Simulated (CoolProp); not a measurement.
A single-stage vapour-compression cycle with the fluid: evaporating at 246.15 K (dew point), condensing at 310.15 K (bubble point), superheat 2 K, subcooling 2 K, compressor efficiency 0.75, no pressure losses. The same conditions are run with several fluids, on thermodynamics alone (safety and materials aside).

Values from CoolProp's reference Helmholtz-energy equation of state of each fluid (R507A: Lemmon 2003; R236FA: Pan 2012; R1233zd(E): Akasaka 2022; cis-2-butene: Lemmon 2005; R152A: Outcalt 1996; R245fa: Akasaka 2015). Blends and air are pseudo-pure fits.

### Question
Rank R507A, R236FA, R1233zd(E), cis-2-butene, R152A, R245fa by cooling COP, highest first.

### Answer
cis-2-butene (2.32), R1233zd(E) (2.28), R152A (2.23), R245fa (2.21), R236FA (2.04), R507A (1.86)

| fluid | pressure ratio | discharge temperature (K) | refrigerating effect (kJ/kg) | volumetric capacity (kJ/m³) |
|---|---|---|---|---|
| R507A | 7.24 | 330.5 | 97.6 | 1220 |
| R236FA | 13.0 | 316.6 | 98.5 | 226 |
| R1233zd(E) | 15.4 | 335.6 | 145 | 118 |
| cis-2-butene | 11.7 | 346.7 | 311 | 227 |
| R152A | 9.46 | 357.6 | 228 | 672 |
| R245fa | 17.2 | 328.4 | 141 | 122 |
